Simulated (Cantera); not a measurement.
A perfectly stirred reactor is fed with CH₄ : CO : O₂ : N₂ = 1 : 0.041 : 3.31 : 12.5 (molar parts), equivalence ratio 0.61, at 540000 Pa; it is adiabatic with a 448 K inlet, and is followed from long to short residence time, starting on the burning branch (τ in s: 0.059, 0.025, 0.011, 0.0044, 0.0019, 0.00079, 0.00034, 0.00014, 6e-05, 2.5e-05, 1.1e-05, 4.5e-06).

Detailed kinetics in Cantera: GRI-Mech 3.0 (53 species, 325 reactions).

One state of this run: T (K) = 1798; x CH₄ = 1.63e-5; x CO = 0.000282; x O₂ = 0.0766; x CH₂ = 3.61e-8; x CH₂CO = 5.20e-9. x: mole fraction; the columns are a selection and need not sum to one.

Which value of τ (s) does it belong to?
(A) 0.025
(B) 0.00034
(C) 0.011
(D) 0.00014

A, 0.025
